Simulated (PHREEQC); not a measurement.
A solution holds 3.6 mmol/kgw Cu(NO3)2 and 7.6 mmol/kgw HBF4, at 25 °C. Closed to the air; pH follows from the charge balance.

All values are PHREEQC results (ion-association model, wateq4f.dat), not measurements.

```json
{
 "pH": "2.21",
 "ionic_strength": "0.0177 mol/kgw",
 "total_alkalinity": "-30.4 meq/kg"
}
```

```tsv
species	molality	activity	log γ
NO3-	0.00720	0.00627	-0.060
H+	0.00696	0.00623	-0.049
BF4-	0.00577	0.00502	-0.061
HF	0.00501	0.00503	0.002
Cu+2	0.00358	0.00218	-0.215
H3BO3	0.00129	0.00129	0.002
F-	0.000617	0.000539	-0.059
BF3OH-	0.000422	0.000367	-0.061
BF2(OH)2-	0.000115	9.97e-5	-0.061
H2F2	6.57e-5	6.59e-5	0.002
CuF+	2.44e-5	2.14e-5	-0.057
```

This is a speciation only: nothing precipitates in the calculation. Complexes and solids missing from the database can't appear. Real BF4- forms and hydrolyses slowly; the run takes it at equilibrium.
